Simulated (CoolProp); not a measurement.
The fluid at 298.15 K and 9.28 MPa is throttled through a valve to 2.61 MPa with no heat exchange. The same conditions are run with several fluids, on thermodynamics alone (safety and materials aside).

Computed with CoolProp (reference Helmholtz-energy equation of state of each fluid (carbon dioxide: Span 1996; R407C: Lemmon 2003; c-C4F8 (RC318): Platzer 1990; chlorine: Thol 2021; R1336mzz(Z): McLinden 2020)). The equations of Platzer and Polt are older, rougher fits. Blends and air are pseudo-pure fits.

| fluid | temperature change (K) | final phase | final density (kg/m³) |
|---|---|---|---|
| carbon dioxide | -35.5 | two-phase, vapour fraction 0.319 | 190 |
| R407C | +0.0 | liquid | 1150 |
| c-C4F8 (RC318) | +1.2 | liquid | 1510 |
| chlorine | +1.8 | liquid | 1390 |
| R1336mzz(Z) | +1.9 | liquid | 1370 |
